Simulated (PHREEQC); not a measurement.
Consider water at 39 °C with 0.025 mol/kgw Na2SO4, 0.044 mol/kgw NaHCO3 and 0.27 mol/kgw MgCl2. Closed to the air; pH follows from the charge balance.

The numbers come from PHREEQC with the Pitzer model, pitzer.dat.

This is a speciation only: nothing precipitates in the calculation.

Task: Estimate the pH, osmotic coefficient, activity of water.

Result: pH 7.24; osmotic coefficient 0.873; activity of water 0.985.

Task: In which forms is C present?

Result: HCO3- 91 %, CO2 4.7 %, MgCO3 3.1 %, CO3-2 1.6 % of the C.

The solution is supersaturated, for example in Magnesite (slow to form), so a real one may precipitate; this is no full list. At this temperature some constants are extrapolated from 25 °C, and those without enthalpy data are left unchanged.
